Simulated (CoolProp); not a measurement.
Vapour-liquid equilibrium of cyclohexane (1) + o-xylene (2) at 295.2 K; x and y are mole fractions of (1).

Computed with CoolProp (multi-fluid Helmholtz-energy mixture model, Zhou 2014 and Zhou 2012; pair parameters Bell 2016).

| x | bubble pressure (MPa) | y at the bubble point | dew pressure at overall composition x (MPa) | liquid density (mol/L) |
|---|---|---|---|---|
| 0.05 | 0.001633 | 0.562 | 0.0007896 | 8.316 |
| 0.2 | ___ | ___ | 0.0009306 | 8.442 |
| 0.35 | 0.005719 | 0.909 | ___ | ___ |
| 0.5 | 0.007164 | 0.940 | 0.001447 | 8.710 |
| 0.65 | 0.008405 | 0.960 | 0.002000 | 8.854 |
| 0.8 | ___ | 0.976 | 0.003230 | ___ |
| 0.95 | 0.01090 | ___ | 0.007777 | 9.171 |

Question: Complete the blanks.

Answer: 
- 0.2, bubble pressure (MPa): 0.003918
- 0.2, y at the bubble point: 0.843
- 0.35, dew pressure at overall composition x (MPa): 0.001133
- 0.35, liquid density (mol/L): 8.573
- 0.8, bubble pressure (MPa): 0.009599
- 0.8, liquid density (mol/L): 9.007
- 0.95, y at the bubble point: 0.994

No azeotrope shows between x = 0.05 and 0.95.

Pair parameters are fitted to limited data, so mixtures are less certain than the pure fluids.
